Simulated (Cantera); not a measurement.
An adiabatic, constant-pressure homogeneous reactor starts with 4.32 % CH₄, 20.1 % O₂, 75.6 % N₂, equivalence ratio 0.43, at 1375 K and 2.50 bar.

Computed with Cantera and GRI-Mech 3.0 (53 species, 325 reactions).

One state of this run: T (K) = 2251; x CH₄ = <1e-12; x O₂ = 0.112; x NO₂ = 4.58e-6; x C₂H = <1e-12; x HCN = <1e-12. x: mole fraction; the columns are a selection and need not sum to one.

Problem. Which value of t (s) does it belong to?
(A) 0.0398
(B) 2.06e-5
(C) 6.08e-5
(D) 7.00e-6

Solution. A, 0.0398
